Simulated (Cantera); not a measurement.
Charge: 1 mol TiO2, 2300 mol H2, 14 mol N2, held at 8.25 Torr.

Cantera equilibrium calculation (NASA polynomials, part measured and part estimated; ideal gas, pure solids and liquids). Candidate condensed phases: H2O, Ti, TiN, TiO, TiO2, Ti2O3, Ti3O5, Ti4O7; 27 gas species. Equilibrium is a limit: real reactors are often held back by kinetics, nucleation or transport.

Task: At 1700 K, list the 4 most abundant gas species with their mole fractions, and the condensed phases.

Result: H2 0.992, N2 0.00605, H 0.00140, H2O 0.000216. Condensed: Ti2O3(s).
